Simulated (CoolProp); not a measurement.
Propylene glycol along the isobar 6360 kPa: density (kg/m³) from the reference equation and from simpler models built on Tc = 674.0 K, pc = 7292 kPa, ω = 0.327; each cubic takes its own stable root.

The numbers come from the reference Helmholtz-energy equation of state, Eisenbach 2021 in CoolProp.

| T (K) | phase | reference | Soave-Redlich-Kwong | Peng-Robinson |
|---|---|---|---|---|
| 428.6 | liquid | ? | ? | 1037 |
| 447.7 | liquid | 912.0 | ? | 1016 |
| 466.9 | liquid | 893.5 | 879.2 | 993.2 |
| 486 | liquid | 874.1 | 857.0 | 968.8 |
| 505.2 | liquid | 853.4 | 832.9 | ? |
| 524.3 | liquid | 831.5 | 806.9 | 913.1 |
| 543.4 | liquid | 808.0 | ? | 881.0 |
| 562.6 | liquid | 782.3 | ? | 845.2 |
| 581.7 | liquid | 754.1 | 711.2 | 804.9 |
| 600.9 | liquid | 722.1 | ? | 758.2 |
| 620 | liquid | 684.7 | ? | 702.6 |

Fill in the missing entries.


- 428.6, reference: 929.7
- 428.6, Soave-Redlich-Kwong: 919.1
- 447.7, Soave-Redlich-Kwong: 899.9
- 505.2, Peng-Robinson: 942.1
- 543.4, Soave-Redlich-Kwong: 778.3
- 562.6, Soave-Redlich-Kwong: 746.6
- 600.9, Soave-Redlich-Kwong: 670.5
- 620, Soave-Redlich-Kwong: 622.4
